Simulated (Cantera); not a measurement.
A closed system holds: 1 mol Si3N4, 8.2 mol O2, 4 mol N2, 19 mol HCl, equilibrated at 700 K and 0.100 bar.

These are equilibrium values from Cantera (NASA tables, ideal gas, pure condensed phases), not measurements of a reactor. Candidate condensed phases: H2O, NH4Cl, Si, SiO2, Si2N2O, Si3N4; 47 gas species. Equilibrium is a limit: real reactors are often held back by kinetics, nucleation or transport.

**Question.** What is the equilibrium state?

**Answer.** 
```
Quantity                              Value
--------------------------------  ---------
x(HCl)                                0.268
x(N2)                                 0.220
x(H2O)                                0.214
x(Cl2)                                0.214
x(O2)                                0.0835
x(HOCl)                             1.72e-6
n(SiO2(α-quartz))                  3.00 mol
gas amount                        27.28 mol
log10 activity of Si(s) (absent)     -56.37
```
